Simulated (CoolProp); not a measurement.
Vapour-liquid equilibrium of diethyl ether (1) + benzene (2) at 192 kPa; x and y are mole fractions of (1).

Computed with CoolProp (multi-fluid Helmholtz-energy mixture model, Thol 2014 and Thol 2012; pair parameters Bell 2016).

| x | bubble temperature, mixture model (K) | bubble temperature, Raoult's law (K) | y, mixture model | y, Raoult's law |
|---|---|---|---|---|
| 0.05 | 371.1 | 370.9 | 0.150 | 0.162 |
| 0.2 | 360.0 | 359.4 | 0.468 | 0.491 |
| 0.35 | 351.2 | 350.5 | 0.663 | 0.685 |
| 0.5 | 344.0 | 343.4 | 0.791 | 0.807 |
| 0.65 | 338.0 | 337.5 | 0.879 | 0.889 |
| 0.8 | 332.8 | 332.5 | 0.942 | 0.947 |
| 0.95 | 328.3 | 328.2 | 0.988 | 0.989 |

The largest gap from Raoult's law is +0.7 K in bubble temperature, at x = 0.35. No azeotrope shows between x = 0.05 and 0.95.

The pair parameters rest on a limited set of measurements; away from them the model extrapolates.
